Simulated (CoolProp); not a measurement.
50 sccm (0 °C, 1 atm) of nitrogen bubbles through liquid the fluoroketone C6F12O (FK-5-1-12) at 288.5 K and leaves saturated at a total pressure of 0.15 MPa (ideal gas phase). Each further row changes one setting.

Computed with CoolProp (reference Helmholtz-energy equation of state, McLinden 2015).

| case | vapour pressure (kPa) | mole fraction of vapour | delivery (mg/min) | delivery (sccm) | change of delivery for a bath 1 K warmer (%) |
|---|---|---|---|---|---|
| as stated | 26.5 | 0.176 | 151 | 10.7 | 5.7 |
| bath temperature 293.5 K | 33.1 | 0.221 | 200 | 14.2 | 5.8 |
| total pressure 0.3 MPa | 26.5 | 0.0882 | 68.2 | 4.84 | 5.1 |
